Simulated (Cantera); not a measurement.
Input: 1 mol Fe2O3, 0.34 mol H2, held at 2148 K and 8200 Pa.

These are equilibrium values from Cantera (NASA tables, ideal gas, pure condensed phases), not measurements of a reactor. Candidate condensed phases: Fe, FeO, Fe(OH)2, Fe(OH)3, Fe2O3, Fe3O4, H2O; 12 gas species. The tables' stoichiometric FeO is somewhat more stable than real wüstite, so its field is too wide. FeO: taken at fixed stoichiometry. Equilibrium is a limit: real reactors are often held back by kinetics, nucleation or transport.

Base state: H2O 0.490, O2 0.482, OH 0.0204, O 0.00467, H2 0.00202, H 0.000653, Fe(OH)2 0.000357, FeO 0.000275 (mole fractions); condensed: FeO(l).

**Question.** What changes in the equilibrium state with this change: 0.0021 mol H2S added?

**Answer.** 
```tsv
species	before	after
H2O	0.490	0.492
O2	0.482	0.476
OH	0.0204	0.0204
SO2	0	0.00309
Fe(OH)2	0.000357	0.000359
H2	0.00202	0.00204
HO2	1.10e-5	1.09e-5
O	0.00467	0.00465
Fe	4.08e-5	4.11e-5
FeO(l), mol	2.00	2.00
```
Further candidate phases: FeS, FeSO4, FeS2, Fe2(SO4)3, H2SO4, S.
